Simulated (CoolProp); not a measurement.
Properties of fluorine along the isotherm -10.15 °C.

Computed with CoolProp (reference Helmholtz-energy equation of state, de Reuck 1990).

```csv
p (MPa),phase,Z,cv (kJ/(kg K)),isothermal compressibility (1/MPa),fugacity coefficient
0.561,gas,0.9957,0.5894,1.790,0.9957
1.12,gas,0.9913,0.5903,0.9008,0.9914
1.68,gas,0.9869,0.5914,0.6031,0.9871
2.25,gas,0.9825,0.5926,0.4522,0.9827
2.81,gas,0.9783,0.5938,0.3635,0.9785
3.37,gas,0.9741,0.5951,0.3042,0.9743
3.93,gas,0.9702,0.5965,0.2616,0.9701
4.49,gas,0.9664,0.5979,0.2296,0.9660
5.05,gas,0.9627,0.5995,0.2046,0.9620
5.61,supercritical,0.9593,0.6010,0.1844,0.9581
6.18,supercritical,0.9560,0.6027,0.1676,0.9541
6.74,supercritical,0.9530,0.6043,0.1538,0.9504
7.3,supercritical,0.9502,0.6060,0.1421,0.9467
7.86,supercritical,0.9476,0.6077,0.1320,0.9432
```
